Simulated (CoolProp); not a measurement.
Values from CoolProp's reference Helmholtz-energy equation of state, Outcalt 1996. It is a modified Benedict-Webb-Rubin equation, recast in Helmholtz form.

Q: Give the vapour pressure (kPa), surface tension (mN/m), vapour viscosity (µPa s), liquid conductivity (mW/(m K)) of saturated R152A at 222.4, 237.5, 297.7 K.

A: 
| T (K) | p (kPa) | surface tension (mN/m) | vapour viscosity (µPa s) | liquid conductivity (mW/(m K)) |
|---|---|---|---|---|
| 222.4 | 26.3 | 20.6 | 8.23 | 139 |
| 237.5 | 58.8 | 18.3 | 8.81 | 130 |
| 297.7 | 589 | 9.77 | 11.2 | 101 |

Viscosity comes from a separate model (Bell 2016), an estimate that may be off by 10 % or more. Thermal conductivity comes from a separate model (Krauss 1996). Surface tension comes from a separate correlation (Mulero 2012).
